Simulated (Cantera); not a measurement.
What does this Cantera script print?

```python
import numpy as np
import cantera as ct

gas = ct.Solution("gri30.yaml")
gas.TPX = 1525, 11000, {'CH4': 1, 'N2': 73}
reactor = ct.IdealGasConstPressureReactor(gas, energy="off", clone=False)
net = ct.ReactorNet([reactor])
net.rtol, net.atol = 1e-08, 1e-18
show = ['CH4', 'CH2', 'C2H4', 'C2H', 'H2', 'C2H2']
times = np.geomspace(0.0004, 4, 9)

steps = ct.SolutionArray(gas, extra=["t"])
rows = []
print(f"{'t/s':>10s}{'T/K':>9s}{'P/Pa':>11s}" + "".join(f"{s:>11s}" for s in show))
for t in times:
    while net.time < t:
        t_next = net.step()
        steps.append(gas.state, t=t_next)
    rows.append([np.interp(t, steps.t, y) for y in (steps.T, steps.P, *steps(*show).X.T)])
    print(f"{t:10.3e}{rows[-1][0]:9.1f}{rows[-1][1]:11.4g}" + "".join(f"{x:11.3e}" for x in rows[-1][2:]))
rate = np.gradient(steps.T, steps.t)
print("integrator steps:", len(steps.t))
if steps.T.max() > steps.T[0] + 200:
    print(f"time of steepest temperature rise: {steps.t[rate.argmax()]:.4e} s")
gas.TPX = 1525, 11000, {'CH4': 1, 'N2': 73}
gas.equilibrate("TP")
print(f"equilibrium (TP): T = {gas.T:.1f} K  " + "  ".join(f"{s} {gas[s].X[0]:.3e}" for s in show))
```

Output:

```
       t/s      T/K       P/Pa        CH4        CH2       C2H4        C2H         H2       C2H2
 4.000e-04   1525.0    1.1e+04  1.351e-02  1.992e-12  1.456e-11  4.889e-22  2.749e-07  6.547e-15
 1.265e-03   1525.0    1.1e+04  1.351e-02  1.473e-11  5.280e-10  1.933e-19  9.221e-07  7.873e-13
 4.000e-03   1525.0    1.1e+04  1.351e-02  1.209e-10  1.729e-08  6.596e-17  2.998e-06  8.420e-11
 1.265e-02   1525.0    1.1e+04  1.349e-02  1.027e-09  5.260e-07  2.002e-14  1.049e-05  8.618e-09
 4.000e-02   1525.0    1.1e+04  1.343e-02  7.397e-09  1.362e-05  2.849e-12  5.915e-05  8.392e-07
 1.265e-01   1525.0    1.1e+04  1.280e-02  3.244e-08  2.121e-04  1.343e-10  6.965e-04  6.577e-05
 4.000e-01   1525.0    1.1e+04  1.003e-02  3.202e-08  3.821e-04  1.504e-09  4.665e-03  1.280e-03
 1.265e+00   1525.0    1.1e+04  6.354e-03  1.786e-08  9.005e-05  3.251e-09  1.044e-02  3.411e-03
 4.000e+00   1525.0    1.1e+04  2.902e-03  9.166e-09  1.785e-05  5.013e-09  1.566e-02  5.204e-03
integrator steps: 975
equilibrium (TP): T = 1525.0 K  CH4 4.930e-06  CH2 2.203e-11  C2H4 2.889e-07  C2H 6.637e-10  H2 1.999e-02  C2H2 5.963e-04
```

Detailed kinetics in Cantera: GRI-Mech 3.0 (53 species, 325 reactions). GRI-Mech 3.0 stops at C3 and has no aromatics, soot or wall deposition, so with more carbon than oxygen in the feed, carbon stays in small species such as C2H2 where larger ones or solid carbon would form.
